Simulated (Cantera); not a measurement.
## Stirred combustor or abatement burner

A perfectly stirred reactor is fed with C3H8 : O2 : N2 : H2O = 1 : 3.12 : 11.8 : 1.7 (molar parts), at 10.0 bar; it is adiabatic with a 650 K inlet, and is followed from long to short residence time, starting on the burning branch (τ in s: 0.2, 0.091, 0.041, 0.018, 0.0083, 0.0037, 0.0017, 0.00075, 0.00034, 0.00015, 6.9e-05).

Detailed kinetics in Cantera: GRI-Mech 3.0 (53 species, 325 reactions). GRI-Mech 3.0 was tuned for natural gas; its chemistry of propane as a main component is partial and can be far from experiment.

```tsv
τ (s)	T (K)	x C3H8	x O2	x H2O	x NO2	x CH2CO	x C2H6
0.20	2024	9.71e-8	2.34e-5	0.194	5.74e-11	7.95e-7	2.64e-8
0.091	2026	2.10e-7	4.96e-5	0.194	9.01e-11	1.75e-6	8.85e-8
0.041	2028	4.54e-7	0.000105	0.196	1.45e-10	3.82e-6	2.77e-7
0.018	2032	9.97e-7	0.000223	0.198	2.35e-10	8.25e-6	7.85e-7
0.0083	2035	2.08e-6	0.000441	0.201	3.68e-10	1.63e-5	1.86e-6
0.0037	2035	4.46e-6	0.000872	0.204	5.88e-10	3.16e-5	4.14e-6
0.0017	2032	9.38e-6	0.00163	0.206	9.22e-10	5.79e-5	8.41e-6
0.00075	2019	2.08e-5	0.00304	0.209	1.45e-9	0.000107	1.72e-5
0.00034	1993	4.70e-5	0.00552	0.210	2.12e-9	0.000193	3.52e-5
0.00015	1936	0.000125	0.0108	0.210	2.72e-9	0.000383	8.39e-5
6.9e-5	1739	0.000782	0.0301	0.199	1.77e-9	0.00154	0.000415
```
x: mole fraction; the columns are a selection and need not sum to one.
